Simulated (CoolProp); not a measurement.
Propyne along the isobar 16700 kPa: density (kg/m³) from the reference equation and from simpler models built on Tc = 129.6 °C, pc = 5658 kPa, ω = 0.204; each cubic takes its own stable root.

Model: reference Helmholtz-energy equation of state, Polt 1992, in CoolProp. This equation is an older, rougher fit; its heat capacities, sound speeds and derivatives of the liquid may be far off and weren't checked against measurements.

```json
[
 {"T (°C)": "108.55", "phase": "liquid", "reference": "512.1"},
 {"T (°C)": "117.15", "phase": "liquid", "reference": "497.5"},
 {"T (°C)": "125.85", "phase": "liquid", "reference": "482.2"},
 {"T (°C)": "134.45", "phase": "supercritical", "reference": "466.3"},
 {"T (°C)": "143.05", "phase": "supercritical", "reference": "449.8"},
 {"T (°C)": "151.75", "phase": "supercritical", "reference": "432.3"},
 {"T (°C)": "160.35", "phase": "supercritical", "reference": "414.3"},
 {"T (°C)": "168.95", "phase": "supercritical", "reference": "395.4"},
 {"T (°C)": "177.55", "phase": "supercritical", "reference": "375.8"},
 {"T (°C)": "186.25", "phase": "supercritical", "reference": "355.3"}
]
```

Question: How far does each simpler model (van der Waals, Redlich-Kwong, Soave-Redlich-Kwong, Peng-Robinson) lie from the reference over these 10 states: mean and median of the absolute difference, and the worst?

Answer: 
- van der Waals: mean 24.7 %, median 25.5 %, worst -30.2 % at 108.55 °C and 16700 kPa
- Redlich-Kwong: mean 9.2 %, median 9.6 %, worst -9.9 % at 117.15 °C and 16700 kPa
- Soave-Redlich-Kwong: mean 10.7 %, median 10.8 %, worst -12.1 % at 186.25 °C and 16700 kPa
- Peng-Robinson: mean 2.1 %, median 1.8 %, worst -4.5 % at 186.25 °C and 16700 kPa
